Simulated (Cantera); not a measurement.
Feed: 1 mol Fe₂O₃, 3 mol CH₄, 0.1 mol N₂, equilibrated at 0.0133 bar.

These are equilibrium values from Cantera (NASA tables, ideal gas, pure condensed phases), not measurements of a reactor. Candidate condensed phases: C, C₆H₆, C₇H₈, C₈H₁₈, Fe, Fe(CO)₅, FeO, Fe(OH)₂, Fe(OH)₃, Fe₂O₃, Fe₃O₄, H₂O; 140 gas species. The numbers say what is thermodynamically allowed, not how fast it happens.

**Question.** At 1173 K, list the 6 most abundant gas species with their mole fractions, and the condensed phases.

**Answer.** H₂ 0.659, CO 0.330, N₂ 0.0110, CH₄ 0.000113, H₂O 0.000103, CO₂ 4.04e-5. Condensed: Fe(α).
